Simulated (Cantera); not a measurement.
A closed system holds: 1 mol BN, 0.53 mol Cl₂, held at 1200 K and 65000 Pa.

Method: chemical equilibrium by Gibbs-energy minimisation in Cantera with the NASA 1993 tables (ideal gas, pure condensed phases). Candidate condensed phases: B, BN; 10 gas species. Kinetics and transport are ignored.

Base state: BCl₃ 0.667, N₂ 0.333 (mole fractions); condensed: BN(s).

Problem. What changes in the equilibrium state with this change: Cl₂ from 0.53 to 2.9 mol?

Solution. 
| species | before | after |
|---|---|---|
| Cl₂ | 9.93e-7 | 0.480 |
| BCl₃ | 0.667 | 0.344 |
| N₂ | 0.333 | 0.172 |
| Cl | 5.84e-6 | 0.00406 |
| BN(s), mol | 0.647 | 0 |
